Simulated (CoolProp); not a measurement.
Values from CoolProp's reference Helmholtz-energy equation of state, Thol 2012.

For benzene, give the phase and the Prandtl number at 602.1 K and 0.303 bar; 360.3 K and 1.11 bar; 457 K and 0.344 bar.


- 602.1 K and 0.303 bar: gas; Prandtl number 0.752
- 360.3 K and 1.11 bar: gas; Prandtl number 0.749
- 457 K and 0.344 bar: gas; Prandtl number 0.745

Viscosity comes from a separate model (Avgeri 2014). Thermal conductivity comes from a separate model (Assael 2012).
